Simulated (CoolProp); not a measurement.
Vapour-liquid equilibrium of propylene (1) + R115 (2) at 278.2 K; x and y are mole fractions of (1).

Computed with CoolProp (multi-fluid Helmholtz-energy mixture model, Lemmon 2013 and Lemmon 2016; pair parameters Bell 2016).

| x | bubble pressure (MPa) | y at the bubble point | dew pressure at overall composition x (MPa) | liquid density (mol/L) |
|---|---|---|---|---|
| 0.05 | 0.5484 | 0.098 | 0.5319 | 9.031 |
| 0.2 | 0.6329 | 0.316 | 0.5864 | 9.397 |
| 0.35 | 0.6923 | 0.463 | 0.6469 | 9.817 |
| 0.5 | 0.7284 | 0.572 | 0.7059 | 10.31 |
| 0.65 | 0.7446 | 0.667 | 0.7430 | 10.91 |
| 0.8 | 0.7402 | 0.771 | 0.7352 | 11.62 |
| 0.95 | 0.7027 | 0.923 | 0.6940 | 12.48 |

y crosses x between x = 0.65 and 0.8: the model has an azeotrope there.

The pair parameters rest on a limited set of measurements; away from them the model extrapolates.
